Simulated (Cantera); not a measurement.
What does this Cantera script print?

```python
import numpy as np
import cantera as ct

gas_names = """
    AL ALH ALO ALOH ALO2 ALO2H AL2 AL2O AL2O2 H HALO HO2 H2 H2O H2O2 O OH O2 O3 Si SiH SiH2 SiH3 SiH4
    SiO SiO2 Si2 Si3
""".split()
cond_names = """
    AL(cr) AL(L) AL2O3(a) AL2O3(L) AL2SiO5(an) AL6Si2O13(s) H2O(s) H2O(L) Si(cr) Si(L) SiO2(Lqz)
    SiO2(hqz) SiO2(L)
""".split()


# ... load() reads the species with a 1 bar reference pressure and builds the phases ...
atoms = {
    'SiO2': {'Si': 1, 'O': 2},
    'Al2O3': {'AL': 2, 'O': 3},
    'H2': {'H': 2},
}
top_T = {'AL2SiO5(an)': 2000, 'AL6Si2O13(s)': 2100}  # K; cautious upper limits of use, not melting points


# ... equilibrate(T, P, feed) seeds the gas with the atoms and calls Mixture.equilibrate('TP', solver="vcs", rtol=1e-11, max_steps=5000) ...
results = []
feed = {'SiO2': 1, 'Al2O3': 0.49, 'H2': 0.45}  # mol
T = 1525  # K
P = 1000  # Pa
mix = equilibrate(T, P, feed)
results.append((T, P, feed, dict(zip(mix.species_names, mix.species_moles))))
print(gas.report(threshold=1e-05))
for i in range(1, mix.n_phases):
    print(f"{mix.phase(i).name:16s} {mix.phase_moles(i):12.5e} mol")
```

Output:

```
       temperature   1525 K
          pressure   1000 Pa
           density   0.00016168 kg/m^3
  mean mol. weight   2.05 kg/kmol
   phase of matter   gas

                          1 kg             1 kmol
                     ---------------   ---------------
          enthalpy        1.8049e+07        3.7001e+07  J
   internal energy        1.1864e+07        2.4321e+07  J
           entropy        1.0629e+05        2.1791e+05  J/K
    Gibbs function       -1.4405e+08       -2.9531e+08  J
 heat capacity c_p             15838             32468  J/K
 heat capacity c_v             11782             24153  J/K

                      mass frac. Y      mole frac. X     chem. pot. / RT
                     ---------------   ---------------   ---------------
                 H        0.00011624         0.0002364           -11.629
                H2             0.982           0.99858           -23.258
               H2O         0.0051872        0.00059029           -57.459
               SiO          0.012694        0.00059029           -48.672
     [  +24 minor]        8.4864e-08         6.569e-09

AL(L)             0.00000e+00 mol
AL2O3(a)          0.00000e+00 mol
AL2SiO5(an)       0.00000e+00 mol
AL6Si2O13(s)      1.63333e-01 mol
Si(cr)            0.00000e+00 mol
SiO2(hqz)         6.73068e-01 mol
```

Cantera equilibrium calculation (NASA polynomials, part measured and part estimated; ideal gas, pure solids and liquids). Mutual solubility and eutectic melting of coexisting phases are not modelled. The tables hold silica as quartz up to 1696 K and as liquid above; real silica turns to tridymite and cristobalite and melts near 1996 K. Condensed phases not in the tables: alloys, solid solutions and most ternary compounds.
